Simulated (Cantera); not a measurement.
An adiabatic, constant-volume homogeneous reactor starts with CH4 : O2 : N2 : H2O = 1 : 2.47 : 9.28 : 0.53 (molar parts), at 1525 K and 1.00 bar.

Cantera simulation using GRI-Mech 3.0 (53 species, 325 reactions); the numbers are that mechanism's predictions, not measurements.

Q: Predict: time of steepest temperature rise; temperature at 7.00 s; equilibrium temperature; x(O2) at 7.00 s; x(H2O) at 7.00 s; x(HO2) at 7.00 s; x(H2O2) at 7.00 s.

A: 
| Quantity | Result |
|---|---|
| time of steepest temperature rise | 0.882 ms |
| temperature at 7.00 s | 2790 K |
| equilibrium temperature | 2790 K |
| x(O2) at 7.00 s | 0.0382 (gas-phase equilibrium 0.0382) |
| x(H2O) at 7.00 s | 0.157 (gas-phase equilibrium 0.157) |
| x(HO2) at 7.00 s | 1.15e-5 (gas-phase equilibrium 1.15e-5) |
| x(H2O2) at 7.00 s | 5.21e-7 (gas-phase equilibrium 5.21e-7) |
